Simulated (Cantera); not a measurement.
A diamond (100) surface in a fixed gas of H2 with x(CH4) = 0.0054, x(CH3) = 1.7e-05, at 1250 K, 72.8 Torr; coverages are run to steady state.

Detailed kinetics in Cantera: the Harris–Goodwin 1993 mechanism for the reconstructed diamond (100) surface.

θ: site fractions in the mechanism's names (c6HH fully hydrogenated, c6H* and c6*H radical sites, c6** diradical, c6HM methylated).

```csv
x(H),growth (µm/h),θ c6HH,θ c6H*,θ c6*H,θ c6**,θ c6HM
0.0001,0.0217,0.638,0.0282,0.329,0.00465,9.49e-5
0.00021,0.0552,0.546,0.0350,0.408,0.0101,0.000128
0.00045,0.114,0.481,0.0395,0.461,0.0178,0.000158
0.00097,?,0.443,0.0419,0.488,?,0.000179
0.0021,0.342,0.423,0.0431,0.502,0.0317,0.000185
0.0044,0.545,0.414,0.0436,0.507,0.0353,0.000173
0.0094,0.848,0.409,0.0440,0.510,0.0373,0.000143
0.02,1.21,0.406,0.0443,0.511,0.0384,0.000103
0.043,?,0.405,0.0448,0.511,0.0390,?
```

Question: Some entries are withheld; supply them.

Answer: 
- 0.00097, growth (µm/h): 0.204
- 0.00097, θ c6**: 0.0257
- 0.043, growth (µm/h): 1.55
- 0.043, θ c6HM: 6.37e-5
